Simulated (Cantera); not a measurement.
Feed: 1 mol N₂O, 3.6 mol O₂, 0.63 mol SO₂, at 101000 Pa.

These are equilibrium values from Cantera (NASA tables, ideal gas, pure condensed phases), not measurements of a reactor. Candidate condensed phases: S; 32 gas species. Ions and electrons are included (thermal ionisation). Equilibrium is a limit: real reactors are often held back by kinetics, nucleation or transport. All values below are at 2977 °C.

Base state: O₂ 0.541, O 0.183, N₂ 0.136, SO₂ 0.0808, NO 0.0421, SO 0.0173, S 0.000721, SO₃ 4.05e-5 (mole fractions); condensed: gas only.

Task: What changes in the equilibrium state with this change: pressure from 101000 Pa to 210000 Pa?

Result: 
```tsv
species	before	after
O₂	0.541	0.582
N₂	0.136	0.140
O	0.183	0.132
SO₂	0.0808	0.0888
SO	0.0173	0.0127
NO	0.0421	0.0443
S	0.000721	0.000355
SO₃	4.05e-5	6.65e-5
NO₂	3.36e-5	5.29e-5
```
